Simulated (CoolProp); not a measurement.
Saturated liquid density (kg/m³) of water: the reference equation beside estimates from Tc = 647.1 K, pc = 22060 kPa, ω = 0.344. Rackett uses Z = 0.29056 − 0.08775 ω.

Computed with CoolProp (reference Helmholtz-energy equation of state, Wagner 2002).

| T (K) | reference | Rackett | van der Waals | Redlich-Kwong | Soave-Redlich-Kwong | Peng-Robinson |
|---|---|---|---|---|---|---|
| 427.9 | 912.5 | 762.0 | 435.4 | 635.6 | 668.3 | 755.4 |
| 433.1 | 907.5 | 756.8 | 432.7 | 630.8 | 663.8 | 750.5 |
| 438.3 | 902.4 | 751.6 | 429.8 | 625.8 | 659.2 | 745.5 |
| 443.5 | 897.1 | 746.4 | 427.0 | 620.8 | 654.5 | 740.4 |
| 448.8 | 891.6 | 741.0 | 424.0 | 615.5 | 649.6 | 735.1 |
| 454 | 886.1 | 735.6 | 421.1 | 610.3 | 644.7 | 729.7 |
| 459.2 | 880.4 | 730.2 | 418.1 | 605.0 | 639.7 | 724.2 |
| 464.4 | 874.7 | 724.7 | 415.1 | 599.6 | 634.6 | 718.6 |
| 469.6 | 868.8 | 719.2 | 412.0 | 594.1 | 629.3 | 712.9 |
| 474.8 | 862.7 | 713.5 | 408.9 | 588.5 | 624.0 | 706.9 |
| 480 | 856.5 | 707.8 | 405.7 | 582.8 | 618.5 | 700.9 |

Absolute difference from the reference over all 11 rows, mean and median: Rackett 17.0 and 17.0 %, van der Waals 52.5 and 52.5 %, Redlich-Kwong 31.1 and 31.1 %, Soave-Redlich-Kwong 27.3 and 27.2 %, Peng-Robinson 17.7 and 17.7 %.
